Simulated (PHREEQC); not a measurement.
Dissolve 0.0033 mol MnSO4 per kg of water at 12 °C. Closed to the air; pH follows from the charge balance.

The numbers come from PHREEQC with the ion-association model, phreeqc.dat.

Each row changes one thing in this solution. This is a speciation only: nothing precipitates in the calculation.

```
case                                    pH  ionic strength (mol/kgw)  Mn+2 (mol/kgw)  SO4-2 (mol/kgw)  MnSO4 (mol/kgw)  MnOH+ (mol/kgw)
------------------------------------  ----  ------------------------  --------------  ---------------  ---------------  ---------------
as made                               6.88                    0.0113         0.00282          0.00282         0.000479          1.35e-7
MnSO4 from 0.0033 to 0.00066 mol/kgw  7.06                   0.00250        0.000625         0.000625          3.51e-5          5.22e-8
diluted 5-fold with water             7.06                   0.00250        0.000625         0.000625          3.51e-5          5.22e-8
0.00017 mol/kgw Na2CO3 added          9.13                    0.0112         0.00267          0.00284                …                …
0.00024 mol/kgw Cu(BF4)2 added        3.25                    0.0124         0.00284          0.00273         0.000449         3.17e-11
MnSO4 from 0.0033 to 0.00033 mol/kgw  7.12                   0.00128        0.000320         0.000320          1.03e-5                …
MnSO4 from 0.0033 to 0.00495 mol/kgw  6.83                    0.0163         0.00408          0.00408         0.000872          1.67e-7
```

Task: What belongs in the gaps?

Result: 
- 0.00017 mol/kgw Na2CO3 added, MnSO4 (mol/kgw): 0.000458
- 0.00017 mol/kgw Na2CO3 added, MnOH+ (mol/kgw): 2.25e-5
- MnSO4 from 0.0033 to 0.00033 mol/kgw, MnOH+ (mol/kgw): 3.20e-8

Some of these states are supersaturated (in Rhodochrosite, for instance). Constants without temperature data keep their 25 °C values here. Real BF4- forms and hydrolyses slowly; the run takes it at equilibrium.
